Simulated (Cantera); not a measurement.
# Fluorocarbon and chlorocarbon gases: CH₃Cl + HCl

Charge: 1 mol CH₃Cl, 0.05 mol HCl, at 2450 K and 68.0 Pa.

Equilibrium computed with Cantera from the NASA thermochemical tables; the gas is ideal and each condensed phase is pure. Candidate condensed phases: C, C₆H₆, C₇H₈, C₈H₁₈; 91 gas species. Equilibrium is a limit: real reactors are often held back by kinetics, nucleation or transport.

- x(H) = 0.384
- x(H₂) = 0.248
- x(Cl) = 0.191
- x(HCl) = 0.174
- x(C₂H₂ (acetylene)) = 0.00217
- x(C₃) = 0.000330
- x(C₂H) = 0.000216
- x(C) = 0.000121
- x(C₂) = 3.01e-5
- n(C(graphite)) = 0.983 mol
- gas amount = 2.879 mol
